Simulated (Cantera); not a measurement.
A Cantera script and its output.

```python
import numpy as np
import cantera as ct

gas = ct.Solution("gri30.yaml")


def delay(T, t_max=10):
    gas.TPX = T, 910000, {'CH4': 1, 'C2H6': 0.29, 'C3H8': 1.1, 'O2': 22, 'N2': 74.7}
    reactor = ct.IdealGasConstPressureReactor(gas, clone=False)
    net = ct.ReactorNet([reactor])
    net.rtol, net.atol = 1e-8, 1e-16
    while net.time < t_max:
        t_old, T_old = net.time, reactor.T
        net.step()
        if reactor.T > T + 400:  # ignition: a rise of 400 K
            return t_old + (T + 400 - T_old) / (reactor.T - T_old) * (net.time - t_old)
    return np.nan


taus = []
for T in [1225, 1275, 1325, 1375, 1425, 1475, 1525, 1575]:
    taus.append(delay(T))
    print(f"T0 = {T:6g} K   tau = {taus[-1]:.4e} s")
```

Result:

```
T0 =   1225 K   tau = 5.6567e-04 s
T0 =   1275 K   tau = 2.7865e-04 s
T0 =   1325 K   tau = 1.4335e-04 s
T0 =   1375 K   tau = 7.7485e-05 s
T0 =   1425 K   tau = 4.4138e-05 s
T0 =   1475 K   tau = 2.6497e-05 s
T0 =   1525 K   tau = 1.6730e-05 s
T0 =   1575 K   tau = 1.1077e-05 s
```

Cantera simulation using GRI-Mech 3.0 (53 species, 325 reactions); the numbers are that mechanism's predictions, not measurements. GRI-Mech 3.0 was tuned for natural gas; its chemistry of propane as a main component is partial and can be far from experiment.
